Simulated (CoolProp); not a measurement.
Properties of ethylene along the isotherm 176.85 °C (Tc = 9.2 °C, pc = 50.42 bar, ω = 0.087).

Values from CoolProp's reference Helmholtz-energy equation of state, Smukala 2000.

| p (bar) | phase | Z | cv (kJ/(kg K)) | expansivity (1/kK) | fugacity coefficient |
|---|---|---|---|---|---|
| 1.59 | gas | 0.9978 | 1.767 | 2.242 | 0.9978 |
| 3.02 | gas | 0.9959 | 1.767 | 2.259 | 0.9959 |
| 5.73 | gas | 0.9921 | 1.769 | 2.293 | 0.9922 |
| 10.9 | gas | 0.9851 | 1.772 | 2.359 | 0.9852 |
| 20.6 | gas | 0.9721 | 1.778 | ___ | 0.9723 |
| 39 | gas | 0.9483 | 1.789 | ___ | 0.9486 |
| 74 | supercritical | 0.9074 | 1.809 | ___ | 0.9067 |
| 140 | supercritical | 0.8559 | 1.841 | ___ | ___ |
| 266 | supercritical | 0.8811 | ___ | 3.771 | ___ |
| 504 | supercritical | 1.137 | 1.905 | ___ | 0.7588 |

Q: What belongs in the gaps?

A: 
- 20.6, expansivity (1/kK): 2.485
- 39, expansivity (1/kK): 2.738
- 74, expansivity (1/kK): 3.242
- 140, expansivity (1/kK): 4.016
- 140, fugacity coefficient: 0.8404
- 266, cv (kJ/(kg K)): 1.873
- 266, fugacity coefficient: 0.7657
- 504, expansivity (1/kK): 2.344
